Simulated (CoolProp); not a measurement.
A closed Brayton cycle with carbon dioxide: compressor inlet 308.15 K and 9.1 MPa, high pressure 22.8 MPa, turbine inlet 720 K, compressor efficiency 0.89, turbine efficiency 0.9, recuperator effectiveness 0.95 (on enthalpy, no pinch check). Each further row changes one setting.

Model: reference Helmholtz-energy equation of state, Span 1996, in CoolProp.

```
case                           thermal efficiency (%)  net work (kJ/kg)  compressor to turbine work  compressor exit (K)  turbine exit (K)
-----------------------------  ----------------------  ----------------  --------------------------  -------------------  ----------------
as stated                                        33.7              82.2                        0.21                333.4             617.9
turbine inlet 670 K                              31.5              73.4                        0.22                333.4             571.6
compressor inlet 318.15 K                        32.5              69.5                        0.33                376.7             617.9
high pressure 19.4 MPa                            [?]              70.4                         [?]                328.3             635.5
recuperator effectiveness 0.5                     [?]              82.2                        0.21                333.4             617.9
```

Question: Some entries are withheld; supply them.

Answer: 
- high pressure 19.4 MPa, thermal efficiency (%): 31.9
- high pressure 19.4 MPa, compressor to turbine work: 0.19
- recuperator effectiveness 0.5, thermal efficiency (%): 20.2
